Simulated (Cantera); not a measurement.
Feed: 1 mol PbO, 0.58 mol CH4, 0.19 mol CO, held at 2025 K and 225 Torr.

These are equilibrium values from Cantera (NASA tables, ideal gas, pure condensed phases), not measurements of a reactor. Candidate condensed phases: C, C6H6, C7H8, C8H18, H2O, Pb, PbO, PbO2, Pb3O4; 113 gas species. Gases not in the tables: (PbO)n polymers. The numbers say what is thermodynamically allowed, not how fast it happens.

Base state: Pb 0.340, H2 0.275, CO 0.240, H2O 0.120, CO2 0.0224, H 0.00184, PbO 0.000739, Pb2 0.000161 (mole fractions); condensed: gas only.

What changes in the equilibrium state with this change: CO from 0.19 to 2.3 mol?


| species | before | after |
|---|---|---|
| CO | 0.240 | 0.539 |
| Pb | 0.340 | 0.198 |
| H2 | 0.275 | 0.179 |
| H2O | 0.120 | 0.0504 |
| CO2 | 0.0224 | 0.0325 |
| Pb2 | 0.000161 | 5.45e-5 |
| PbO | 0.000739 | 0.000278 |
| OH | 8.41e-5 | 4.38e-5 |
| H | 0.00184 | 0.00149 |

What changes in the equilibrium state with this change: pressure from 225 Torr to 0.585 Torr?


```tsv
species	before	after
Pb	0.340	0.334
H2	0.275	0.255
CO	0.240	0.235
H	0.00184	0.0348
H2O	0.120	0.115
CO2	0.0224	0.0228
O2	7.69e-8	3.17e-5
O	4.09e-7	0.000163
```

What changes in the equilibrium state with this change: PbO replaced by Fe2O3?


```tsv
species	before	after
H2	0.275	0.407
CO	0.240	0.361
H2O	0.120	0.192
Pb	0.340	0
CO2	0.0224	0.0364
Fe	0	0.00160
PbO	0.000739	0
Pb2	0.000161	0
Fe(OH)2	0	8.45e-5
FeO	0	1.60e-5
Fe(l), mol	0	0.0184
FeO(l), mol	0	1.98
```
Each liquid is taken as pure. Mutual solubility and eutectic melting of coexisting phases are not modelled. The tables' stoichiometric FeO is somewhat more stable than real wüstite, so its field is too wide. FeO: taken at fixed stoichiometry. Further candidate phases: Fe, Fe(CO)5, FeO, Fe(OH)2, Fe(OH)3, Fe2O3, Fe3O4.
